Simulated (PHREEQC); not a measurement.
Dissolve 0.0036 mol H3BO3, 0.0037 mol NaF and 0.0003 mol NaCl per kg of water at 25 °C. Closed to the air; pH follows from the charge balance.

The numbers come from PHREEQC with the ion-association model, phreeqc.dat.

Each row changes one thing in this solution. This is a speciation only: nothing precipitates in the calculation.

| case | pH | ionic strength (mol/kgw) | SI of Halite (NaCl) |
|---|---|---|---|
| as made | 6.28 | 0.00399 | -7.55 |
| H3BO3 left out | 7.38 | 0.00399 | -7.55 |
| diluted 2-fold with water | 6.28 | 0.00200 | -8.14 |
| H3BO3 replaced by Cu(BF4)2 at the same molality | 3.32 | 0.0149 | -7.60 |
| NaF replaced by NaH2PO4 at the same molality | 4.87 | 0.00404 | -7.55 |
| NaCl from 0.0003 to 0.0006 mol/kgw | 6.28 | 0.00429 | ? |
| NaF from 0.0037 to 0.00333 mol/kgw | ? | 0.00363 | -7.59 |
| NaCl from 0.0003 to 6e-05 mol/kgw | ? | 0.00375 | -8.28 |
| NaF left out | 5.84 | 0.000302 | -8.63 |

Task: Fill in the missing entries.

Result: 
- NaCl from 0.0003 to 0.0006 mol/kgw, SI of Halite (NaCl): -7.22
- NaF from 0.0037 to 0.00333 mol/kgw, pH: 6.26
- NaCl from 0.0003 to 6e-05 mol/kgw, pH: 6.29

Complexes and solids missing from the database can't appear. Real BF4- forms and hydrolyses slowly; the run takes it at equilibrium.
